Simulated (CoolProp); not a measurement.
Dimethyl ether along the isotherm 405.1 K: density (kg/m³) from the reference equation and from simpler models built on Tc = 400.4 K, pc = 5.337 MPa, ω = 0.196; each cubic takes its own stable root.

Values from CoolProp's reference Helmholtz-energy equation of state, Wu 2011.

```
p (MPa)          phase  reference
-------  -------------  ---------
5.56     supercritical      188.7
11.1     supercritical      481.4
16.7     supercritical      521.0
22.2     supercritical      545.8
27.8     supercritical      564.9
33.3     supercritical      580.2
38.9     supercritical      593.5
44.4     supercritical      605.0
50       supercritical      615.4
```

Question: How far does each simpler model (Soave-Redlich-Kwong, Peng-Robinson) lie from the reference over these 9 states: mean and median of the absolute difference, and the worst?

Answer: 
- Soave-Redlich-Kwong: mean 8.4 %, median 8.0 %, worst -13.9 % at 405.1 K and 11.1 MPa
- Peng-Robinson: mean 3.1 %, median 3.3 %, worst +4.9 % at 405.1 K and 50 MPa
